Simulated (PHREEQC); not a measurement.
Consider water at 25 °C with 0.0043 mol CaCl2, 0.022 mol Na2SO4 and 0.097 mol KCl per kg of water. It is in equilibrium with CO2 at log p = -3.5 (atm). Otherwise closed; pH follows from the charge balance.

Equilibrium calculation in PHREEQC: ion-association model, phreeqc.dat.

Precipitation was switched off in this run.

Estimate the pH.

pH 5.74.

In which forms is Na present?

Na+ 97 %, NaSO4- 2.5 % of the Na.
